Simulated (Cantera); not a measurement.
A closed system holds: 1 mol CH₃SiH₃, 0.01 mol C₃H₈, 16 mol H₂, held at 2.20 mbar.

Cantera equilibrium calculation (NASA polynomials, part measured and part estimated; ideal gas, pure solids and liquids). Candidate condensed phases: C, C₆H₆, C₇H₈, C₈H₁₈, Si, SiC; 87 gas species. The feed counts by its element totals alone. Gases not in the tables: Si₂H₆ and higher silanes. Kinetics and transport are ignored.

x: gas mole fraction; n: condensed amount in mol.

```csv
T (K),x H₂,x H,x Si,x C₂H₂ (acetylene),x SiC₂,n C(graphite),n SiC(s)
1123,1.000,9.08e-7,<1e-12,___,<1e-12,0.0288,1.00
1198,1.000,4.05e-6,<1e-12,___,<1e-12,0.0293,1.00
1273,1.000,1.52e-5,2.10e-11,___,<1e-12,0.0296,1.00
1348,1.000,4.93e-5,3.22e-10,___,<1e-12,0.0297,1.00
1423,1.000,0.000142,3.68e-9,___,3.21e-12,0.0297,1.00
1498,1.000,0.000366,3.30e-8,___,5.67e-11,0.0296,1.000
1573,0.999,0.000866,2.39e-7,___,7.57e-10,0.0291,1.000
1648,0.998,0.00190,1.44e-6,___,7.96e-9,0.0283,1.000
1723,0.996,0.00388,7.45e-6,___,6.79e-8,0.0267,1.000
1798,0.992,0.00748,3.35e-5,___,4.82e-7,0.0241,0.999
1873,0.986,0.0137,0.000133,___,2.92e-6,0.0208,0.997
1948,0.975,0.0238,0.000475,___,1.53e-5,0.0192,0.990
2023,0.958,0.0396,0.00154,___,7.10e-5,0.0272,0.966
2098,0.930,0.0633,0.00460,___,0.000294,0.0687,0.893
```

Some entries are withheld; supply them.


- 1123, x C₂H₂ (acetylene): 2.20e-8
- 1198, x C₂H₂ (acetylene): 9.89e-8
- 1273, x C₂H₂ (acetylene): 3.72e-7
- 1348, x C₂H₂ (acetylene): 1.20e-6
- 1423, x C₂H₂ (acetylene): 3.43e-6
- 1498, x C₂H₂ (acetylene): 8.81e-6
- 1573, x C₂H₂ (acetylene): 2.06e-5
- 1648, x C₂H₂ (acetylene): 4.46e-5
- 1723, x C₂H₂ (acetylene): 9.01e-5
- 1798, x C₂H₂ (acetylene): 0.000171
- 1873, x C₂H₂ (acetylene): 0.000308
- 1948, x C₂H₂ (acetylene): 0.000526
- 2023, x C₂H₂ (acetylene): 0.000856
- 2098, x C₂H₂ (acetylene): 0.00133
